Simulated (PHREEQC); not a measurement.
A column of 0.1 m (30 cells, dispersivity 0.005 m, 60 s a shift, diffusion coefficient 3e-10 m²/s) holds 0.064 eq of the database's cation exchanger X per kg of pore water, first in equilibrium with 0.00038 mol MgCl2 and 1e-05 mol HCl per kg of water. It is flushed with 0.03 mol/kgw NaCl and 1e-05 mol/kgw HCl, at 15 °C. Values are for the last cell. No CO2 enters from the air. Nothing may precipitate in this run.

Computed with PHREEQC (ion-association model, phreeqc.dat).

Predict Na in solution (mol/kgw), Cl in solution (mol/kgw), Mg in solution (mol/kgw) at pore volumes = 0, 6.783.


| pore volumes | Na in solution (mol/kgw) | Cl in solution (mol/kgw) | Mg in solution (mol/kgw) |
|---|---|---|---|
| 0 | 0 | 0.000770 | 0.000380 |
| 6.783 | 0.0281 | 0.0300 | 0.000933 |
